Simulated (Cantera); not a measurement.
What does this Cantera script print?

```python
import numpy as np
import cantera as ct

gas = ct.Solution("gri30.yaml")
gas.TPX = 1548, 38000, {'CH4': 1, 'O2': 0.8, 'N2': 3.01, 'H2O': 0.17}
reactor = ct.IdealGasReactor(gas, energy="on", clone=False)
net = ct.ReactorNet([reactor])
net.rtol, net.atol = 1e-08, 1e-16
show = ['CH4', 'O2', 'H2O', 'N2O', 'NO2']
times = np.geomspace(4e-06, 0.2, 13)

steps = ct.SolutionArray(gas, extra=["t"])
rows = []
print(f"{'t/s':>10s}{'T/K':>9s}{'P/Pa':>11s}" + "".join(f"{s:>11s}" for s in show))
for t in times:
    while net.time < t:
        t_next = net.step()
        steps.append(gas.state, t=t_next)
    rows.append([np.interp(t, steps.t, y) for y in (steps.T, steps.P, *steps(*show).X.T)])
    print(f"{t:10.3e}{rows[-1][0]:9.1f}{rows[-1][1]:11.4g}" + "".join(f"{x:11.3e}" for x in rows[-1][2:]))
rate = np.gradient(steps.T, steps.t)
print("integrator steps:", len(steps.t))
if steps.T.max() > steps.T[0] + 200:
    print(f"time of steepest temperature rise: {steps.t[rate.argmax()]:.4e} s")
gas.TPX = 1548, 38000, {'CH4': 1, 'O2': 0.8, 'N2': 3.01, 'H2O': 0.17}
gas.equilibrate("UV")
print(f"equilibrium (UV): T = {gas.T:.1f} K  " + "  ".join(f"{s} {gas[s].X[0]:.3e}" for s in show))
```

Output:

```
       t/s      T/K       P/Pa        CH4         O2        H2O        N2O        NO2
 4.000e-06   1548.0    3.8e+04  2.008e-01  1.606e-01  3.414e-02  2.360e-13  4.264e-22
 9.855e-06   1548.0    3.8e+04  2.008e-01  1.606e-01  3.414e-02  1.064e-12  9.345e-21
 2.428e-05   1548.0    3.8e+04  2.008e-01  1.606e-01  3.414e-02  5.362e-12  1.705e-19
 5.981e-05   1547.9    3.8e+04  2.008e-01  1.606e-01  3.414e-02  2.734e-11  3.044e-18
 1.474e-04   1547.8    3.8e+04  2.007e-01  1.606e-01  3.416e-02  1.220e-10  5.523e-17
 3.630e-04   1547.9    3.8e+04  2.004e-01  1.605e-01  3.429e-02  3.986e-10  8.919e-16
 8.944e-04   1551.8  3.811e+04  1.987e-01  1.596e-01  3.523e-02  1.421e-09  2.508e-14
 2.204e-03   1886.7  4.892e+04  1.044e-01  9.604e-02  9.617e-02  4.106e-08  7.306e-11
 5.429e-03   2494.4  7.657e+04  3.509e-11  1.002e-05  1.104e-01  1.079e-08  1.831e-09
 1.337e-02   2495.0  7.659e+04  3.220e-11  1.025e-05  1.105e-01  5.998e-09  1.026e-09
 3.295e-02   2495.5   7.66e+04  3.162e-11  1.030e-05  1.105e-01  4.880e-09  7.205e-10
 8.118e-02   2495.5   7.66e+04  3.157e-11  1.030e-05  1.105e-01  4.779e-09  6.866e-10
 2.000e-01   2495.5   7.66e+04  3.157e-11  1.030e-05  1.105e-01  4.779e-09  6.864e-10
integrator steps: 1964
time of steepest temperature rise: 2.2446e-03 s
equilibrium (UV): T = 2495.5 K  CH4 3.542e-11  O2 1.030e-05  H2O 1.105e-01  N2O 4.779e-09  NO2 6.864e-10
```

Detailed kinetics in Cantera: GRI-Mech 3.0 (53 species, 325 reactions).
